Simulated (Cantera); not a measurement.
A closed system holds: 1 mol FeS, 0.98 mol SO2, 0.55 mol O2, at 1548.15 K and 1 atm.

Cantera equilibrium calculation (NASA polynomials, part measured and part estimated; ideal gas, pure solids and liquids). Candidate condensed phases: Fe, FeO, FeS, FeSO4, FeS2, Fe2O3, Fe2(SO4)3, Fe3O4, S; 12 gas species. Metal and sulfide melt together well below either melting point, which pure phases cannot show. Mutual solubility and eutectic melting of coexisting phases are not modelled. The tables' stoichiometric FeO is somewhat more stable than real wüstite, so its field is too wide. FeO, FeS: taken at fixed stoichiometry. Equilibrium is a limit: real reactors are often held back by kinetics, nucleation or transport.

Base state: SO2 0.857, S2 0.127, S2O 0.00977, SO 0.00640, S 2.47e-5 (mole fractions); condensed: FeO(s) + FeS(l).

Problem. What changes in the equilibrium state with this change: temperature from 1548.15 K to 1923 K?

Solution. 
| species | before | after |
|---|---|---|
| SO2 | 0.857 | 0.650 |
| S2 | 0.127 | 0.291 |
| SO | 0.00640 | 0.0430 |
| S2O | 0.00977 | 0.0149 |
| S | 2.47e-5 | 0.00101 |
| FeO(s), mol | 0.622 | 0 |
| FeS(l), mol | 0.378 | 0 |
| FeO(l), mol | 0 | 1.000 |
FeO: taken at fixed stoichiometry.
